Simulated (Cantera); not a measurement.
A perfectly stirred reactor is fed with CO : H2 : O2 : N2 : H2O = 1 : 0.043 : 0.435 : 1.63 : 0.25 (molar parts), equivalence ratio 1.2, at 1000000 Pa; it is adiabatic with a 450 K inlet, and is followed from long to short residence time, starting on the burning branch (τ in s: 0.28, 0.097, 0.033, 0.011, 0.0039, 0.0013, 0.00045, 0.00015, 5.2e-05).

Computed with Cantera and GRI-Mech 3.0 (53 species, 325 reactions). The hydrogen kinetics of GRI-Mech 3.0 are dated; newer H2 mechanisms differ, most at raised pressure.

Predict: blow-out, bracketed by the residence times tried; x(CO) at τ = 0.280 s; x(H2) at τ = 0.280 s; x(O2) at τ = 0.280 s; x(NO2) at τ = 0.280 s; x(H2O) at τ = 0.280 s; x(CO) at τ = 3.90 ms; x(H2) at τ = 3.90 ms; x(O2) at τ = 3.90 ms; x(NO2) at τ = 3.90 ms; x(H2O) at τ = 3.90 ms.


```
Quantity                                                                           Value
------------------------------------------------  --------------------------------------
blow-out, bracketed by the residence times tried  burning at 52.0 µs, the shortest tried
x(CO) at τ = 0.280 s                                                              0.0604
x(H2) at τ = 0.280 s                                                             0.00344
x(O2) at τ = 0.280 s                                                             0.00136
x(NO2) at τ = 0.280 s                                                            3.26e-7
x(H2O) at τ = 0.280 s                                                             0.0954
x(CO) at τ = 3.90 ms                                                              0.0638
x(H2) at τ = 3.90 ms                                                             0.00365
x(O2) at τ = 3.90 ms                                                             0.00323
x(NO2) at τ = 3.90 ms                                                            3.47e-7
x(H2O) at τ = 3.90 ms                                                             0.0945
```
